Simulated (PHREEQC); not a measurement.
MgCl2 is added in steps, without added water, to 1 kg of water holding 79 mmol/kgw HNO3, 6.6 mmol/kgw CuSO4 and 1.6 mmol/kgw CuCl2, at 73 °C. O2 is buffered at 0.21 atm. No CO2 enters from the air. Solids allowed: Brucite, Cu(OH)2, Brochantite, Antlerite, Atacamite, Cu2(OH)3NO3, Epsomite, Chalcanthite. Others were left out.

Base run: PHREEQC, ion-association model, wateq4f.dat. Each further column changes one thing. The table gives CuCl+ (mol/kgw).

```csv
MgCl2 added (mol),base,Debye-Hückel limiting law,all activity coefficients set to 1,database phreeqc.dat,Davies equation for every ion
0,0.000178,9.94e-5,0.000414,0.000179,0.000165
0.003333,0.000514,0.000278,0.00117,0.000516,0.000477
0.006667,0.000810,…,0.00180,0.000813,0.000754
0.01,0.00107,…,0.00234,0.00108,0.00100
0.01333,0.00131,0.000652,…,0.00131,0.00123
0.01667,0.00152,0.000738,0.00318,0.00153,0.00143
0.02,0.00171,0.000811,0.00351,0.00172,0.00161
0.02333,0.00189,0.000872,…,0.00190,0.00179
0.02667,0.00205,0.000924,…,0.00206,0.00195
0.03,0.00220,0.000967,…,0.00221,0.00209
0.03333,0.00234,0.00100,0.00446,0.00235,0.00223
0.03667,0.00247,…,0.00463,0.00248,0.00236
0.04,0.00259,0.00106,0.00477,0.00260,0.00248
```

**Question.** Fill in the missing entries.

**Answer.** 
- 0.006667, Debye-Hückel limiting law: 0.000426
- 0.01, Debye-Hückel limiting law: 0.000549
- 0.01333, all activity coefficients set to 1: 0.00279
- 0.02333, all activity coefficients set to 1: 0.00380
- 0.02667, all activity coefficients set to 1: 0.00405
- 0.03, all activity coefficients set to 1: 0.00427
- 0.03667, Debye-Hückel limiting law: 0.00103

Constants without temperature data keep their 25 °C values here. phreeqc.dat and wateq4f.dat share most of their constants, so their agreement is no independent check.
